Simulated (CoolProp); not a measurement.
Saturation properties of o-xylene.

Computed with CoolProp (reference Helmholtz-energy equation of state, Zhou 2012).

```tsv
T (°C)	p (MPa)	liquid density (kg/m³)	vapour density (kg/m³)	liquid cp (kJ/(kg K))	vapour viscosity (µPa s)
211.15	0.4498	699.0	(withheld)	2.440	10.5
221.55	0.5447	686.7	16.44	2.486	10.8
231.85	0.6530	674.0	19.74	2.533	11.1
242.25	0.7780	660.6	23.63	2.584	11.4
252.65	0.9203	646.6	28.17	(withheld)	11.7
262.95	1.080	631.8	33.44	2.699	12.0
273.35	1.261	615.9	39.71	2.768	12.3
283.75	1.464	598.7	47.15	2.848	12.7
294.05	(withheld)	580.1	55.98	2.946	13.0
304.45	1.944	559.2	66.87	(withheld)	13.5
314.75	2.224	535.6	80.36	3.255	14.0
325.15	2.538	507.3	98.08	3.545	(withheld)
335.55	2.888	471.7	122.5	(withheld)	15.4
345.85	3.273	423.3	159.5	5.574	(withheld)
```

Some entries are withheld; supply them.


- 211.15, vapour density (kg/m³): 13.59
- 252.65, liquid cp (kJ/(kg K)): 2.639
- 294.05, p (MPa): 1.690
- 304.45, liquid cp (kJ/(kg K)): 3.074
- 325.15, vapour viscosity (µPa s): 14.6
- 335.55, liquid cp (kJ/(kg K)): 4.098
- 345.85, vapour viscosity (µPa s): 16.8

It boils at 144.4 °C under 1 atm.

Viscosity comes from a separate model (Cao 2016).
